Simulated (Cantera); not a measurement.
A closed system holds: 1 mol H2S, 0.27 mol H2, at 0.0100 bar.

Method: chemical equilibrium by Gibbs-energy minimisation in Cantera with the NASA 1993 tables (ideal gas, pure condensed phases). Candidate condensed phases: S; 7 gas species. Gases not in the tables: S3 to S7. The numbers say what is thermodynamically allowed, not how fast it happens.

### Question
At 775 °C, list the 4 most abundant gas species with their mole fractions, and the condensed phases.

### Answer
H2S 0.627, H2 0.316, S2 0.0576, SH 0.000167. Condensed: gas only.
